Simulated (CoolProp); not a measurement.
R1132(E) along the isotherm 368.6 K: fugacity coefficient from the reference equation and from simpler models built on Tc = 348.8 K, pc = 5.174 MPa, ω = 0.245; each cubic takes its own stable root.

Model: reference Helmholtz-energy equation of state, Akasaka 2024, in CoolProp.

| p (MPa) | phase | reference | van der Waals | Redlich-Kwong | Soave-Redlich-Kwong | Peng-Robinson |
|---|---|---|---|---|---|---|
| 0.0206 | gas | 0.9989 | 0.9990 | 0.9988 | 0.9989 | 0.9987 |
| 0.0347 | gas | 0.9981 | 0.9983 | 0.9981 | 0.9981 | 0.9979 |
| 0.0585 | gas | 0.9968 | 0.9971 | 0.9967 | 0.9968 | 0.9964 |
| 0.0988 | gas | 0.9945 | 0.9950 | 0.9945 | 0.9946 | 0.9939 |
| 0.167 | gas | 0.9907 | 0.9916 | 0.9906 | 0.9909 | 0.9897 |
| 0.281 | gas | 0.9844 | 0.9859 | 0.9843 | 0.9847 | 0.9828 |
| 0.475 | gas | 0.9738 | 0.9762 | 0.9735 | 0.9742 | 0.9710 |
| 0.801 | gas | 0.9559 | 0.9600 | 0.9555 | 0.9567 | 0.9513 |
| 1.35 | gas | 0.9261 | 0.9327 | 0.9254 | 0.9274 | 0.9188 |
| 2.28 | gas | 0.8763 | 0.8866 | 0.8753 | 0.8787 | 0.8651 |
| 3.85 | gas | 0.7938 | 0.8086 | 0.7924 | 0.7982 | 0.7781 |
| 6.5 | supercritical | 0.6549 | 0.6663 | 0.6519 | 0.6640 | 0.6380 |
